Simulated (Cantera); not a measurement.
# Low-pressure radical oxidation in H2/O2

An isothermal, constant-pressure homogeneous reactor starts with H2 : O2 = 0.052 : 1 (molar parts), equivalence ratio 0.026, at 1325 K and 0.0263 atm.

Model: the H2/O2 subset of GRI-Mech 3.0, which has no nitrogen chemistry, integrated in Cantera. Radical loss at walls, strong at low pressure, is not modelled. The temperature is held fixed by assumption; the heat of reaction is taken as removed at once.

```tsv
t (s)	x H2	x O2	x H2O	x H	x HO2	x O	x OH
6.00e-5	0.0494	0.951	3.29e-8	2.79e-8	4.41e-8	4.89e-8	4.04e-8
0.000147	0.0494	0.951	4.82e-7	1.77e-7	1.09e-7	4.11e-7	3.18e-7
0.000361	0.0494	0.951	4.15e-5	1.21e-5	3.56e-7	2.95e-5	2.25e-5
0.000886	0.00528	0.915	0.0362	0.00823	5.45e-6	0.0272	0.00766
0.00217	0.000788	0.912	0.0436	0.00565	4.60e-6	0.0328	0.00472
0.00533	0.000661	0.919	0.0448	0.00424	4.38e-6	0.0270	0.00433
0.0131	0.000442	0.929	0.0467	0.00224	3.82e-6	0.0176	0.00356
0.0321	0.000198	0.940	0.0487	0.000650	2.72e-6	0.00766	0.00240
0.0788	5.65e-5	0.947	0.0499	9.73e-5	1.37e-6	0.00215	0.00128
0.193	1.25e-5	0.949	0.0503	1.01e-5	4.84e-7	0.000474	0.000606
0.474	2.72e-6	0.949	0.0505	1.03e-6	1.46e-7	0.000104	0.000284
1.16	6.73e-7	0.949	0.0506	1.27e-7	5.12e-8	2.57e-5	0.000142
2.85	1.96e-7	0.949	0.0506	2.02e-8	3.19e-8	7.51e-6	7.66e-5
7.00	7.26e-8	0.949	0.0507	4.57e-9	3.56e-8	2.79e-6	4.67e-5
```
x: mole fraction; the columns are a selection and need not sum to one.

Equilibrium at this temperature and pressure: H2 4.30e-8, O2 0.949, H2O 0.0507, H 2.09e-9, HO2 4.21e-8, O 1.65e-6, OH 3.59e-5 (gas phase only).
